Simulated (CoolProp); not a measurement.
Vapour-liquid equilibrium of CHF3 (R23) (1) + ethane (2) at 263.9 K; x and y are mole fractions of (1).

Computed with CoolProp (multi-fluid Helmholtz-energy mixture model, Penoncello 2003 and Bücker 2006; pair parameters Bell 2016).

Give the bubble pressure and the first vapour's composition at x = 0.05, 0.35, 0.575. Is there an azeotrope?

x = 0.05: 21.27 bar, y = 0.117; x = 0.35: 27.79 bar, y = 0.423; x = 0.575: 28.38 bar, y = 0.547. y crosses x between x = 0.5 and 0.575: the model has an azeotrope there.

The pair parameters rest on a limited set of measurements; away from them the model extrapolates.
